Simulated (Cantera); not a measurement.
A Cantera script and what it prints.

```python
import numpy as np
import cantera as ct

gas_names = """
    AL ALH ALN AL2 H H2 N NH NH2 NH3 N2 N2H2 N2H4
""".split()
cond_names = """
    AL(cr) AL(L) ALN(s)
""".split()


# ... load() reads the species with a 1 bar reference pressure and builds the phases ...
atoms = {
    'AlN': {'AL': 1, 'N': 1},
    'H2': {'H': 2},
    'N2': {'N': 2},
}
top_T = {'ALN(s)': 2750}  # K; cautious upper limits of use, not melting points


# ... equilibrate(T, P, feed) seeds the gas with the atoms and calls Mixture.equilibrate('TP', solver="vcs", rtol=1e-11, max_steps=5000) ...
results = []
feed = {'AlN': 1, 'H2': 28, 'N2': 2.7}  # mol
T = 700  # K
P = 45000  # Pa
mix = equilibrate(T, P, feed)
results.append((T, P, feed, dict(zip(mix.species_names, mix.species_moles))))
print(gas.report(threshold=0.001))
for i in range(1, mix.n_phases):
    print(f"{mix.phase(i).name:16s} {mix.phase_moles(i):12.5e} mol")
```

Result:

```
       temperature   700 K
          pressure   45000 Pa
           density   0.033302 kg/m^3
  mean mol. weight   4.3071 kg/kmol
   phase of matter   gas

                          1 kg             1 kmol
                     ---------------   ---------------
          enthalpy        2.7218e+06        1.1723e+07  J
   internal energy        1.3705e+06        5.9029e+06  J
           entropy             39524        1.7024e+05  J/K
    Gibbs function       -2.4945e+07       -1.0744e+08  J
 heat capacity c_p            6845.7             29486  J/K
 heat capacity c_v            4915.4             21171  J/K

                      mass frac. Y      mole frac. X     chem. pot. / RT
                     ---------------   ---------------   ---------------
                H2            0.4266           0.91141           -17.589
               NH3         0.0042907         0.0010851           -40.017
                N2           0.56911          0.087501           -27.267
     [  +10 minor]        8.5057e-15        3.5995e-14

AL(cr)            0.00000e+00 mol
ALN(s)            1.00000e+00 mol
```

These are equilibrium values from Cantera (NASA tables, ideal gas, pure condensed phases), not measurements of a reactor.
